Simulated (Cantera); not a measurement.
## Equilibrium for silicon etching in halogen gases: Si + HCl

Input: 1 mol Si, 24 mol HCl, at 800 °C.

Method: chemical equilibrium by Gibbs-energy minimisation in Cantera with the NASA 1993 tables (ideal gas, pure condensed phases). Candidate condensed phases: Si; 19 gas species. The tables' values for SiCl3 are old estimates; treat these amounts as uncertain. Equilibrium is a limit: real reactors are often held back by kinetics, nucleation or transport.

| P (Pa) | x HCl | x H2 | x SiCl4 | x SiCl3 | x SiCl2 | x SiHCl3 |
|---|---|---|---|---|---|---|
| 1 | 0.873 | 0.0838 | 0.0394 | 0.00211 | 0.00181 | 4.63e-5 |
| 4.20 | 0.871 | 0.0858 | 0.0418 | 0.00111 | 0.000470 | 5.05e-5 |
| 18 | 0.870 | 0.0865 | 0.0427 | 0.000550 | 0.000113 | 5.21e-5 |
| 75 | 0.870 | 0.0867 | 0.0431 | 0.000272 | 2.75e-5 | 5.27e-5 |
| 320 | 0.870 | 0.0868 | 0.0433 | 0.000132 | 6.48e-6 | 5.29e-5 |
| 1300 | 0.870 | 0.0869 | 0.0434 | 6.58e-5 | 1.60e-6 | 5.31e-5 |
| 5600 | 0.870 | 0.0869 | 0.0434 | 3.17e-5 | 3.72e-7 | 5.31e-5 |
| 24000 | 0.870 | 0.0869 | 0.0434 | 1.53e-5 | 8.67e-8 | 5.31e-5 |
| 100000 | 0.870 | 0.0869 | 0.0434 | 7.52e-6 | 2.08e-8 | 5.32e-5 |
x: gas mole fraction; nothing condenses.

From 1.00e-5 bar to 1.00 bar nothing is condensed. The main Si-bearing gas is SiCl4 throughout.
